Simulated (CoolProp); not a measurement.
The numbers come from the reference Helmholtz-energy equation of state, Schmidt 1985 in CoolProp. Above 300 K oxygen's equation is extrapolated.

### Question
For oxygen, give the phase and the speed of sound (m/s), viscosity (µPa s), fugacity coefficient at 262.7 K and 4720 kPa.

### Answer
- 262.7 K and 4720 kPa: gas; speed of sound 308, viscosity 19.7, fugacity coefficient 0.950

Viscosity comes from a separate model (Lemmon 2004).
